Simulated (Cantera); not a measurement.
Cantera run, input and output.

```python
import numpy as np
import cantera as ct

surf = ct.Interface("ptcombust.yaml", "Pt_surf")
gas = surf.adjacent["gas"]
gas.TPX = 300, 5900, {'H2': 0.011, 'O2': 0.092, 'N2': 0.79}
jet = ct.ImpingingJet(gas=gas, width=0.065, surface=surf)
jet.inlet.mdot, jet.inlet.T, jet.inlet.X = 0.088, 300, {'H2': 0.011, 'O2': 0.092, 'N2': 0.79}
jet.set_refine_criteria(ratio=10, slope=0.2, curve=0.3)
show, cover = ['H2', 'O2', 'H2O', 'OH'], ["PT(S)", "H(S)", "O(S)", "OH(S)", "CO(S)", "C(S)"]

rows = []
print(f"{'Ts/K':>7s}" + "".join(f"{s:>11s}" for s in show + cover) + "   (gas at the wall, coverages)")
for i, Ts in enumerate([600, 650, 700, 750, 800, 850, 900]):
    jet.surface.T = Ts
    if i == 0:
        surf.TP = Ts, 5900
        surf.coverages = "PT(S):0.5, O(S):0.5"
        surf.advance_coverages(1.0)
        jet.set_initial_guess(products="inlet")
    jet.solve(loglevel=0, auto=(i == 0))
    rows.append([*(jet.X[gas.species_index(s), -1] for s in show), *surf[cover].coverages])
    print(f"{Ts:7g}" + "".join(f"{x:11.3e}" for x in rows[-1]))
```

It prints:

```
   Ts/K         H2         O2        H2O         OH      PT(S)       H(S)       O(S)      OH(S)      CO(S)       C(S)   (gas at the wall, coverages)
    600  2.303e-03  9.230e-02  1.946e-02  1.137e-12  4.111e-02  5.678e-10  9.559e-01  2.960e-03  3.572e-25  1.415e-34
    650  2.259e-03  9.229e-02  1.941e-02  1.454e-11  4.393e-02  8.626e-10  9.541e-01  2.002e-03  3.257e-18  1.847e-27
    700  2.037e-03  9.209e-02  1.970e-02  1.244e-10  5.178e-02  1.626e-09  9.467e-01  1.509e-03  3.061e-22  2.018e-26
    750  1.552e-03  9.161e-02  2.050e-02  7.292e-10  7.390e-02  4.173e-09  9.248e-01  1.309e-03  2.318e-19  2.327e-29
    800  1.086e-03  9.115e-02  2.127e-02  3.197e-09  1.141e-01  1.215e-08  8.846e-01  1.216e-03  1.775e-21  8.807e-30
    850  7.819e-04  9.087e-02  2.173e-02  1.145e-08  1.684e-01  3.223e-08  8.305e-01  1.121e-03  1.227e-19  1.284e-27
    900  5.946e-04  9.071e-02  2.198e-02  3.583e-08  2.311e-01  7.449e-08  7.679e-01  1.013e-03  9.830e-23  7.591e-27
```

Computed with Cantera and Deutschmann's 1995 Pt surface mechanism with GRI-Mech 3.0 gas chemistry. Catalytic surfaces can have several steady states; this one follows from the mechanism file's or the stated starting coverage.
